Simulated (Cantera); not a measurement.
Charge: 1 mol BN, 11 mol NF3, 1.2 mol H2, equilibrated at 923.15 K and 1.30 Pa.

Method: chemical equilibrium by Gibbs-energy minimisation in Cantera with the NASA 1993 tables (ideal gas, pure condensed phases). Candidate condensed phases: B, BN; 31 gas species. Rates play no part.

Base state: F 0.741, N2 0.163, HF 0.0651, BF3 0.0271, F2 0.00385 (mole fractions); condensed: gas only.

### Question
What changes in the equilibrium state with this change: H2 from 1.2 to 57 mol?

### Answer
```json
[
 {"species": "H2", "before": "<1e-9", "after": "0.532"},
 {"species": "HF", "before": "0.0651", "after": "0.380"},
 {"species": "N2", "before": "0.163", "after": "0.0759"},
 {"species": "F", "before": "0.741", "after": "<1e-9"},
 {"species": "BF3", "before": "0.0271", "after": "0.0127"},
 {"species": "F2", "before": "0.00385", "after": "<1e-9"}
]
```
